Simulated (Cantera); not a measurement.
An isothermal plug-flow reactor at 875 K and 1.60 bar (inlet), inlet velocity 0.07 m/s, active area per volume 140 1/m; feed 0.325 % CH4, 7.20 % O2, 91.7 % N2, 0.766 % H2O.

Computed with Cantera and Deutschmann's 1995 Pt surface mechanism with GRI-Mech 3.0 gas chemistry. Catalytic surfaces can have several steady states; this one follows from the mechanism file's or the stated starting coverage. Mass transfer to the wall is taken as infinitely fast.

Question: Predict: x(CH4) at z = 0.0065 m; x(O2) at z = 0.0065 m; x(H2O) at z = 0.0065 m; x(CO2) at z = 0.0065 m; x(CO) at z = 0.0065 m; θ(free Pt) at the exit; θ(O*) at the exit; θ(OH*) at the exit.

Answer: 
```json
{
  "x(CH4) at z = 0.0065 m": "0.00294",
  "x(O2) at z = 0.0065 m": "0.0714",
  "x(H2O) at z = 0.0065 m": "0.00828",
  "x(CO2) at z = 0.0065 m": "0.000309",
  "x(CO) at z = 0.0065 m": "6.87e-7",
  "θ(free Pt) at the exit": "0.0784",
  "θ(O*) at the exit": "0.919",
  "θ(OH*) at the exit": "0.00229"
}
```
